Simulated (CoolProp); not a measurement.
Vapour-liquid equilibrium of CH2F2 (R32) (1) + dimethyl ether (2) at 0.102 bar; x and y are mole fractions of (1).

Values from CoolProp's multi-fluid Helmholtz-energy mixture model, Tillner-Roth 1997 and Wu 2011; pair parameters Bell 2016.

```csv
x,bubble temperature (K),y at the bubble point,dew temperature at overall composition x (K),liquid density (mol/L)
0.05,203.9,0.172,205.4,17.48
0.2,198.5,0.529,203.6,18.46
0.35,___,0.725,201.5,19.49
0.5,191.1,0.835,199.0,20.60
0.65,___,___,196.1,21.80
0.8,186.9,0.948,192.2,___
0.95,185.4,0.987,186.9,24.63
```

Task: Some entries are withheld; supply them.

Result: 
- 0.35, bubble temperature (K): 194.3
- 0.65, bubble temperature (K): 188.8
- 0.65, y at the bubble point: 0.902
- 0.8, liquid density (mol/L): 23.13

No azeotrope shows between x = 0.05 and 0.95.

Pair parameters are fitted to limited data, so mixtures are less certain than the pure fluids. The gap from Raoult's law changes sign with composition, which may be real or a fault of the pair parameters; it wasn't checked against measurements.
